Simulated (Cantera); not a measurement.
SiHCl₃ + Cl₂ + H₂ (silicon epitaxy and polysilicon growth)

Feed: 1 mol SiHCl₃, 0.041 mol Cl₂, 90 mol H₂, at 0.100 bar.

Cantera equilibrium calculation (NASA polynomials, part measured and part estimated; ideal gas, pure solids and liquids). Candidate condensed phases: Si; 19 gas species. The tables' values for SiCl₃ are old estimates; treat these amounts as uncertain. Equilibrium is a limit: real reactors are often held back by kinetics, nucleation or transport.

| T (K) | x H₂ | x HCl | x SiCl₄ | x SiHCl₃ | x SiCl₂ | x SiCl₃ | n Si(s) |
|---|---|---|---|---|---|---|---|
| 923 | 0.987 | 0.00486 | 0.00456 | 0.00330 | 3.44e-5 | 6.25e-5 | 0.251 |
| 998 | 0.984 | 0.00923 | 0.00375 | 0.00277 | 0.000147 | 0.000150 | 0.357 |
| 1073 | 0.979 | 0.0152 | 0.00257 | 0.00203 | 0.000457 | 0.000271 | 0.494 |
| 1148 | 0.975 | 0.0214 | 0.00131 | 0.00120 | 0.00103 | 0.000349 | 0.630 |
| 1223 | 0.971 | 0.0257 | 0.000457 | 0.000534 | 0.00165 | 0.000308 | 0.721 |
| 1298 | 0.970 | 0.0275 | 0.000124 | 0.000197 | 0.00208 | 0.000208 | 0.756 |
| 1373 | 0.969 | 0.0280 | 3.26e-5 | 7.13e-5 | 0.00233 | 0.000128 | 0.761 |
| 1448 | 0.969 | 0.0281 | 9.31e-6 | 2.75e-5 | 0.00251 | 7.97e-5 | 0.757 |
| 1523 | 0.969 | 0.0280 | 2.95e-6 | 1.15e-5 | 0.00264 | 5.11e-5 | 0.750 |
x: gas mole fraction; n: condensed amount in mol.

From 923 K to 1523 K the condensed part is Si(s). The main Si-bearing gas is SiCl₄ at 923 K and SiCl₂ at 1523 K. The share of Si in condensed phases is highest at 1373 K (76.1 %) and lowest at 923 K (25.1 %).
